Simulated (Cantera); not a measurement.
A closed system holds: 1 mol Ti(OiPr)₄, 4.9 mol O₂, held at 1677 °C and 2.48 Torr.

Cantera equilibrium calculation (NASA polynomials, part measured and part estimated; ideal gas, pure solids and liquids). Candidate condensed phases: C, C₆H₆, C₇H₈, C₈H₁₈, H₂O, Ti, TiC, TiO, TiO₂, Ti₂O₃, Ti₃O₅, Ti₄O₇; 113 gas species. The feed counts by its element totals alone. Rates play no part.

Problem. What is the equilibrium state?

Solution. 
```json
{
 "x(H₂)": "0.523",
 "x(CO)": "0.457",
 "x(H)": "0.0144",
 "x(H₂O)": "0.00424",
 "x(CO₂)": "0.000843",
 "x(TiO)": "1.29e-5",
 "x(OH)": "1.06e-5",
 "x(TiO₂)": "9.14e-6",
 "n(Ti₃O₅(s))": "0.333 mol",
 "gas_amount": "26.19 mol",
 "log10 activity of Ti₂O₃(s) (absent)": "-0.15",
 "log10 activity of Ti₄O₇(s) (absent)": "-0.37",
 "log10 activity of Ti₄O₇(l) (absent)": "-0.37"
}
```
